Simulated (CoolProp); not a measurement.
A single-stage vapour-compression cycle with ethane: evaporating at 206.15 K (dew point), condensing at 234.15 K (bubble point), superheat 10 K, subcooling 2 K, compressor efficiency 0.85, no pressure losses. Each further row changes one setting.

Values from CoolProp's reference Helmholtz-energy equation of state, Bücker 2006.

```json
[
 {"case": "as stated", "cooling COP": "5.42", "pressure ratio": "2.82", "discharge temperature (K)": "270.5", "refrigerating effect (kJ/kg)": "405", "volumetric capacity (kJ/m³)": "2050"},
 {"case": "evaporating temperature 211.15 K", "cooling COP": "6.90", "pressure ratio": "2.30", "discharge temperature (K)": "265.0", "refrigerating effect (kJ/kg)": "411", "volumetric capacity (kJ/m³)": "2520"},
 {"case": "condensing temperature 229.15 K", "cooling COP": "6.76", "pressure ratio": "2.39", "discharge temperature (K)": "261.4", "refrigerating effect (kJ/kg)": "419", "volumetric capacity (kJ/m³)": "2120"},
 {"case": "subcooling 7 K", "cooling COP": "5.60", "pressure ratio": "2.82", "discharge temperature (K)": "270.5", "refrigerating effect (kJ/kg)": "419", "volumetric capacity (kJ/m³)": "2120"},
 {"case": "superheat 20 K", "cooling COP": "5.34", "pressure ratio": "2.82", "discharge temperature (K)": "281.5", "refrigerating effect (kJ/kg)": "421", "volumetric capacity (kJ/m³)": "2020"},
 {"case": "compressor efficiency 0.75", "cooling COP": "4.78", "pressure ratio": "2.82", "discharge temperature (K)": "276.0", "refrigerating effect (kJ/kg)": "405", "volumetric capacity (kJ/m³)": "2050"}
]
```
